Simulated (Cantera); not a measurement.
Input: 1 mol Si3N4, 0.052 mol O2, a varied amount of H2, equilibrated at 1177 °C and 1.33 mbar.

Cantera equilibrium calculation (NASA polynomials, part measured and part estimated; ideal gas, pure solids and liquids). Candidate condensed phases: H2O, Si, SiO2, Si2N2O, Si3N4; 35 gas species. Mutual solubility and eutectic melting of coexisting phases are not modelled. The numbers say what is thermodynamically allowed, not how fast it happens.

x: gas mole fraction; n: condensed amount in mol.

| n(H2) (mol) | x H2 | x N2 | x SiO | x H | n Si(s) | n Si2N2O(s) | n Si3N4(s) |
|---|---|---|---|---|---|---|---|
| 7.6 | 0.987 | 0.0128 | 0.000184 | 0.000257 | (withheld) | 0.103 | 0.899 |
| 14 | 0.987 | 0.0128 | 0.000184 | 0.000257 | (withheld) | 0.101 | 0.858 |
| 26 | 0.987 | 0.0128 | 0.000184 | 0.000257 | (withheld) | 0.0991 | 0.781 |
| 48 | 0.987 | 0.0128 | 0.000184 | 0.000257 | (withheld) | 0.0950 | 0.640 |
| 89 | 0.987 | 0.0128 | 0.000184 | 0.000257 | (withheld) | 0.0874 | 0.377 |
| 170 | 0.988 | 0.0112 | 0.000211 | 0.000257 | 2.83 | 0.0677 | 0 |
| 310 | 0.993 | 0.00641 | 0.000333 | 0.000258 | 2.89 | 0 | 0 |
| 570 | 0.996 | 0.00350 | 0.000182 | 0.000259 | 2.89 | 0 | 0 |

Q: What belongs in the gaps?

A: 
- 7.6, n Si(s): 0.0955
- 14, n Si(s): 0.220
- 26, n Si(s): 0.453
- 48, n Si(s): 0.880
- 89, n Si(s): 1.68
